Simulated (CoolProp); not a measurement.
CF4 (R14) at 486.48 K and 1.61 MPa flows at 3.5 m/s in a round tube of 12.7 mm bore and 15 µm roughness, fully developed (64/Re and Nu = 3.66 if laminar; Colebrook and Gnielinski if turbulent). Each further row changes one setting.

Values from CoolProp's reference Helmholtz-energy equation of state, Platzer 1990. This equation is an older, rougher fit.

| case | Reynolds number | Darcy friction factor | pressure drop (Pa/m) | heat-transfer coefficient (W/(m² K)) | mass flow (kg/h) |
|---|---|---|---|---|---|
| as stated | 60000 | 0.0240 | ___ | 373 | 55.9 |
| velocity 7 m/s | 120000 | ___ | 1520 | 700 | 112 |
| diameter 25.4 mm | 120000 | ___ | 171 | 314 | 224 |

**Question.** Complete the blanks.

**Answer.** 
- as stated, pressure drop (Pa/m): 405
- velocity 7 m/s, Darcy friction factor: 0.0224
- diameter 25.4 mm, Darcy friction factor: 0.0203

Viscosity comes from a separate model (Huber 2003), an estimate that may be off by 10 % or more. Thermal conductivity comes from a separate model (Huber 2003), an estimate that may be off by 10 % or more.
